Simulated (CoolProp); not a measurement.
Vapour-liquid equilibrium of ethylene (1) + propane (2) at 15.9 kPa; x and y are mole fractions of (1).

Values from CoolProp's multi-fluid Helmholtz-energy mixture model, Smukala 2000 and Lemmon 2009; pair parameters Bell 2016.

```
x     bubble temperature, mixture model (°C)  bubble temperature, Raoult's law (°C)  y, mixture model  y, Raoult's law
----  --------------------------------------  -------------------------------------  ----------------  ---------------
0.05                                       …                                  -90.9             0.684            0.640
0.2                                   -111.5                                 -108.9             0.949            0.935
0.35                                       …                                 -116.6             0.980            0.976
0.5                                   -122.8                                 -121.3                 …            0.989
0.65                                  -125.4                                 -124.7                 …            0.995
0.8                                   -127.5                                 -127.2             0.997            0.998
0.95                                  -129.2                                 -129.2             0.999            1.000
```

Question: What belongs in the gaps?

Answer: 
- 0.05, bubble temperature, mixture model (°C): -92.7
- 0.35, bubble temperature, mixture model (°C): -118.8
- 0.5, y, mixture model: 0.990
- 0.65, y, mixture model: 0.994

The largest gap from Raoult's law is -2.6 K in bubble temperature, at x = 0.2. No azeotrope shows between x = 0.05 and 0.95.

The pair parameters rest on a limited set of measurements; away from them the model extrapolates.
